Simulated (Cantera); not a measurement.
What does this Cantera script print?

```python
import numpy as np
import cantera as ct

gas_names = """
    H HNO HNO2 HNO3 HO2 H2 H2O H2O2 N NH NH2 NH3 NH2OH NO NO2 NO3 N2 N2H2 N2H4 N2O O OH O2 O3 Si SiH
    SiH2 SiH3 SiH4 SiN SiO SiO2 Si2 Si2N Si3
""".split()
cond_names = """
    H2O(s) H2O(L) Si(cr) Si(L) SiO2(Lqz) SiO2(hqz) SiO2(L) Si2N2O(s) Si3N4(a)
""".split()


# ... load() reads the species with a 1 bar reference pressure and builds the phases ...
atoms = {
    'Si3N4': {'Si': 3, 'N': 4},
    'H2O': {'H': 2, 'O': 1},
    'N2': {'N': 2},
}
top_T = {'Si2N2O(s)': 2100, 'Si3N4(a)': 2400}  # K; cautious upper limits of use, not melting points


# ... equilibrate(T, P, feed) seeds the gas with the atoms and calls Mixture.equilibrate('TP', solver="vcs", rtol=1e-11, max_steps=5000) ...
results = []
feed = {'Si3N4': 1, 'H2O': 0.0014, 'N2': 280}  # mol
T = 2050  # K
P = 1333.22  # Pa
mix = equilibrate(T, P, feed)
results.append((T, P, feed, dict(zip(mix.species_names, mix.species_moles))))
x = sorted(zip(gas.X, gas.species_names), reverse=True)
print(f"T = {T:g} K  P = {P:g} Pa  gas = {mix.phase_moles(0):.4g} mol")
print("   x: " + "  ".join(f"{s} {v:.3e}" for v, s in x if v > 0.001))
print("   condensed (mol): " + ("  ".join(f"{mix.phase(i).name} {mix.phase_moles(i):.4g}"
      for i in range(1, mix.n_phases) if mix.phase_moles(i) > 1e-12) or "none"))
```

It prints:

```
T = 2050 K  P = 1333.22 Pa  gas = 283.7 mol
   x: N2 9.938e-01  Si 5.797e-03
   condensed (mol): Si(L) 1.15
```

Equilibrium computed with Cantera from the NASA thermochemical tables; the gas is ideal and each condensed phase is pure. The tables' values for SiN are old estimates; treat these amounts as uncertain.
